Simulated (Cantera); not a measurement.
Charge: 1 mol Si, 0.078 mol HCl, 0.59 mol H2, equilibrated at 0.100 bar.

These are equilibrium values from Cantera (NASA tables, ideal gas, pure condensed phases), not measurements of a reactor. Candidate condensed phases: Si; 19 gas species. The tables' values for SiCl3 are old estimates; treat these amounts as uncertain. Kinetics and transport are ignored.

x: gas mole fraction; n: condensed amount in mol.

| T (K) | x H2 | x HCl | x SiCl4 | x SiCl2 | x SiHCl3 | n Si(s) |
|---|---|---|---|---|---|---|
| 925 | 0.962 | 0.00712 | 0.0204 | 7.61e-5 | 0.0100 | 0.980 |
| 975 | 0.959 | 0.0113 | 0.0195 | 0.000213 | 0.00949 | 0.980 |
| 1025 | 0.954 | 0.0169 | 0.0181 | 0.000532 | 0.00883 | 0.981 |
| 1075 | 0.949 | 0.0240 | 0.0163 | 0.00119 | 0.00799 | 0.982 |
| 1125 | 0.942 | 0.0326 | 0.0138 | 0.00239 | 0.00695 | 0.983 |
| 1175 | 0.934 | 0.0421 | 0.0109 | 0.00432 | 0.00572 | 0.985 |
| 1225 | 0.926 | [?] | [?] | [?] | [?] | 0.985 |
| 1275 | 0.919 | 0.0599 | 0.00493 | 0.0101 | 0.00305 | 0.986 |
| 1325 | 0.913 | 0.0662 | [?] | [?] | [?] | 0.986 |
| 1375 | 0.909 | 0.0701 | 0.00140 | 0.0156 | 0.00116 | 0.986 |
| 1425 | 0.907 | 0.0722 | 0.000675 | 0.0174 | 0.000663 | 0.986 |
| 1475 | 0.906 | 0.0732 | 0.000322 | 0.0186 | 0.000377 | 0.986 |

Q: Complete the blanks.

A: 
- 1325, x SiCl4: 0.00276
- 1325, x SiCl2: 0.0131
- 1325, x SiHCl3: 0.00195
- 1225, x HCl: 0.0516
- 1225, x SiCl4: 0.00779
- 1225, x SiCl2: 0.00700
- 1225, x SiHCl3: 0.00437
